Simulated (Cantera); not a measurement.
A freely propagating, adiabatic, planar premixed flame of CH4 : C2H6 : O2 : N2 : H2O = 1 : 0.1 : 2.8 : 10.1 : 0.67 (molar parts), unburnt at 425 K and 250000 Pa; unity-Lewis-number transport, grid criteria slope 0.08 and curve 0.16, no radiation.

Detailed kinetics in Cantera: GRI-Mech 3.0 (53 species, 325 reactions). Unity Lewis numbers drop preferential diffusion, which matters most where H2 and H carry the flame. Burning velocities carry a grid error of a few per cent, more on coarse grids.

Question: Predict: laminar burning velocity; thermal thickness; peak x(C2H2); peak x(H2); peak x(CH3).

Answer: 
| Item | Result |
|---|---|
| laminar burning velocity | 33.8 cm/s |
| thermal thickness | 0.237 mm |
| peak x(C2H2) | 0.000102 |
| peak x(H2) | 0.0103 |
| peak x(CH3) | 0.00107 |
